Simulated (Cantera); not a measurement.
Stirred combustor or abatement burner

A perfectly stirred reactor is fed with 18.6 % CO, 7.46 % H2, 2.24 % CH4, 14.6 % O2, 55.0 % N2, 2.05 % H2O, equivalence ratio 1.2, at 1.00 bar; it is adiabatic with a 373 K inlet, and is followed from long to short residence time, starting on the burning branch (τ in s: 0.42, 0.17, 0.067, 0.027, 0.011, 0.0043, 0.0017, 0.00068, 0.00027, 0.00011, 4.3e-05, 1.7e-05).

Detailed kinetics in Cantera: GRI-Mech 3.0 (53 species, 325 reactions).

```json
[
 {"τ (s)": "0.42", "T (K)": "2352", "x CO": "0.0623", "x H2": "0.00917", "x CH4": "1.92e-7", "x CH3": "1.28e-7", "x NO": "0.00146"},
 {"τ (s)": "0.17", "T (K)": "2345", "x CO": "0.0629", "x H2": "0.00929", "x CH4": "4.30e-7", "x CH3": "2.84e-7", "x NO": "0.00137"},
 {"τ (s)": "0.067", "T (K)": "2331", "x CO": "0.0641", "x H2": "0.00956", "x CH4": "9.13e-7", "x CH3": "5.89e-7", "x NO": "0.00120"},
 {"τ (s)": "0.027", "T (K)": "2304", "x CO": "0.0663", "x H2": "0.0101", "x CH4": "1.76e-6", "x CH3": "1.08e-6", "x NO": "0.000920"},
 {"τ (s)": "0.011", "T (K)": "2258", "x CO": "0.0700", "x H2": "0.0110", "x CH4": "3.22e-6", "x CH3": "1.82e-6", "x NO": "0.000595"},
 {"τ (s)": "0.0043", "T (K)": "2185", "x CO": "0.0753", "x H2": "0.0124", "x CH4": "6.04e-6", "x CH3": "3.02e-6", "x NO": "0.000314"},
 {"τ (s)": "0.0017", "T (K)": "2088", "x CO": "0.0815", "x H2": "0.0143", "x CH4": "1.18e-5", "x CH3": "4.98e-6", "x NO": "0.000156"},
 {"τ (s)": "0.00068", "T (K)": "1970", "x CO": "0.0876", "x H2": "0.0165", "x CH4": "2.45e-5", "x CH3": "8.44e-6", "x NO": "8.75e-5"},
 {"τ (s)": "0.00027", "T (K)": "1831", "x CO": "0.0939", "x H2": "0.0184", "x CH4": "5.77e-5", "x CH3": "1.51e-5", "x NO": "5.48e-5"},
 {"τ (s)": "0.00011", "T (K)": "1675", "x CO": "0.104", "x H2": "0.0195", "x CH4": "0.000162", "x CH3": "2.90e-5", "x NO": "3.09e-5"},
 {"τ (s)": "4.3e-5", "T (K)": "1421", "x CO": "0.143", "x H2": "0.0220", "x CH4": "0.00111", "x CH3": "8.59e-5", "x NO": "5.64e-6"},
 {"τ (s)": "1.7e-5", "T (K)": "373", "x CO": "0.186", "x H2": "0.0746", "x CH4": "0.0224", "x CH3": "<1e-12", "x NO": "<1e-12"}
]
```
x: mole fraction; the columns are a selection and need not sum to one.
